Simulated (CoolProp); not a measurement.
Propane at 292.26 K and 0.15 MPa is throttled through a valve to 0.0913 MPa with no heat exchange. Each further row changes one setting.

Computed with CoolProp (reference Helmholtz-energy equation of state, Lemmon 2009).

```csv
case,temperature change (K),final density (kg/m³)
as stated,-1.1,1.69
outlet pressure 0.0274 MPa,___,___
outlet pressure 0.119 MPa,___,2.21
```

### Question
Some entries are withheld; supply them.

### Answer

- outlet pressure 0.0274 MPa, temperature change (K): -2.2
- outlet pressure 0.0274 MPa, final density (kg/m³): 0.503
- outlet pressure 0.119 MPa, temperature change (K): -0.6
